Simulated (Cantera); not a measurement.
What does this Cantera script print?

```python
import numpy as np
import cantera as ct

gas_names = """
    F F2 H HF H2 H2F2 H3F3 H4F4 H5F5 H6F6 H7F7 Si SiF SiF2 SiF3 SiF4 SiH SiHF3 SiH2 SiH2F2 SiH3 SiH3F
    SiH4 Si2 Si3
""".split()
cond_names = """
    Si(cr) Si(L)
""".split()


# ... load() reads the species with a 1 bar reference pressure and builds the phases ...
atoms = {
    'Si': {'Si': 1},
    'HF': {'H': 1, 'F': 1},
}
top_T = {}  # K; cautious upper limits of use, not melting points


# ... equilibrate(T, P, feed) seeds the gas with the atoms and calls Mixture.equilibrate('TP', solver="vcs", rtol=1e-11, max_steps=5000) ...
results = []
feed = {'Si': 1, 'HF': 1.8}  # mol
T = 1000  # K
P = 10000  # Pa
mix = equilibrate(T, P, feed)
results.append((T, P, feed, dict(zip(mix.species_names, mix.species_moles))))
x = sorted(zip(gas.X, gas.species_names), reverse=True)
print(f"T = {T:g} K  P = {P:g} Pa  gas = {mix.phase_moles(0):.4g} mol")
print("   x: " + "  ".join(f"{s} {v:.3e}" for v, s in x if v > 0.001))
print("   condensed (mol): " + ("  ".join(f"{mix.phase(i).name} {mix.phase_moles(i):.4g}"
      for i in range(1, mix.n_phases) if mix.phase_moles(i) > 1e-12) or "none"))
```

Output:

```
T = 1000 K  P = 10000 Pa  gas = 1.343 mol
   x: H2 6.596e-01  SiF4 3.196e-01  SiHF3 1.964e-02
   condensed (mol): Si(cr) 0.5428
```

These are equilibrium values from Cantera (NASA tables, ideal gas, pure condensed phases), not measurements of a reactor. The tables' values for SiF3 are old estimates; treat these amounts as uncertain.
